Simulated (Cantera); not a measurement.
A perfectly stirred reactor is fed with 2.86 % C2H6, 97.1 % N2, at 1330 Pa; it is held at 1975 K, and followed from long to short residence time.

Model: GRI-Mech 3.0 (53 species, 325 reactions), integrated in Cantera. GRI-Mech 3.0 stops at C3 and has no aromatics, soot or wall deposition, so with more carbon than oxygen in the feed, carbon stays in small species such as C2H2 where larger ones or solid carbon would form. Radical loss at walls, strong at low pressure, is not modelled.

Problem. Predict: x(C2H6) at τ = 2.60 s; x(C2H2) at τ = 2.60 s; x(H2) at τ = 2.60 s; x(H) at τ = 2.60 s; x(CH3) at τ = 2.60 s; x(C2H6) at τ = 98.0 ms; x(C2H2) at τ = 98.0 ms; x(H2) at τ = 98.0 ms; x(H) at τ = 98.0 ms; x(CH3) at τ = 98.0 ms.

Solution. 
- x(C2H6) at τ = 2.60 s = 8.73e-7
- x(C2H2) at τ = 2.60 s = 0.0251
- x(H2) at τ = 2.60 s = 0.0526
- x(H) at τ = 2.60 s = 0.00141
- x(CH3) at τ = 2.60 s = 0.000185
- x(C2H6) at τ = 98.0 ms = 2.33e-5
- x(C2H2) at τ = 98.0 ms = 0.0251
- x(H2) at τ = 98.0 ms = 0.0493
- x(H) at τ = 98.0 ms = 0.00140
- x(CH3) at τ = 98.0 ms = 0.00109
